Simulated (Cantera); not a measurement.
**Reactions in the system C-Cl-Fe-H**

Standard-state values (1 bar) from the NASA 1993 polynomials, evaluated with Cantera. Values are per mole of reaction as written; species without (g) are pure solids or liquids, kept so even where they would boil at 1 bar.

2 Fe + 3 CH₂Cl₂(g) → C + C₂H₆(g) + 2 FeCl₃(g)

```
T (K)  ΔH° (kJ)  ΔS° (J/K)  ΔG° (kJ)  log10 K    condensed phases
-----  --------  ---------  --------  -------  ------------------
1323     -330.0       31.4    -371.5    14.67  Fe(γ), C(graphite)
1423     -332.2       29.8    -374.6    13.75  Fe(γ), C(graphite)
1523     -334.6       28.2    -377.5    12.95  Fe(γ), C(graphite)
1623     -337.1       26.5    -380.2    12.24  Fe(γ), C(graphite)
1723     -341.9       23.7    -382.7    11.60  Fe(δ), C(graphite)
1823     -373.2        6.3    -384.8    11.03  Fe(l), C(graphite)
1923     -377.6        4.0    -385.3    10.47  Fe(l), C(graphite)
2023     -382.0        1.8    -385.6     9.96  Fe(l), C(graphite)
2123     -386.4       -0.4    -385.7     9.49  Fe(l), C(graphite)
2223     -390.9       -2.4    -385.5     9.06  Fe(l), C(graphite)
```
